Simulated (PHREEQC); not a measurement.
Solution (55 °C): 0.0014 mol/kgw TMAH and 3.1e-05 mol/kgw CuSO4. Closed to the air; pH follows from the charge balance.

Computed with PHREEQC (ion-association model, wateq4f.dat).

```json
[
 {"quantity": "pH", "before": "10.26", "after": "10.28"},
 {"quantity": "CuOH+ (mol/kgw)", "before": "8.57e-10", "after": "8.22e-11"},
 {"quantity": "SI of Cu(OH)2 (Cu(OH)2)", "before": "+1.55", "after": "+0.55"},
 {"quantity": "SI of Tenorite (CuO)", "before": "+2.57", "after": "+1.57"}
]
```

Task: What was changed between the two runs?
A) temperature from 55 to 30 °C
B) TMAH replaced by (CH3)4NCl at the same molality
C) CuSO4 from 3.1e-05 to 3.1e-06 mol/kgw
D) 0.00013 mol/kgw Cs2SO4 added
E) diluted 100-fold with water

Result: C, CuSO4 from 3.1e-05 to 3.1e-06 mol/kgw

This is a speciation only: nothing precipitates in the calculation. Some of these states are supersaturated (in Cu(OH)2, Tenorite (slow to form), for instance). (CH3)4N+ isn't in the database: it is added as a free cation with an ion size of 4 Å. Away from 25 °C the constants follow the database's enthalpies or fits; those with neither stay at their 25 °C values. The database's constant for dissolved Cu(OH)2 is higher than later reviews accept.
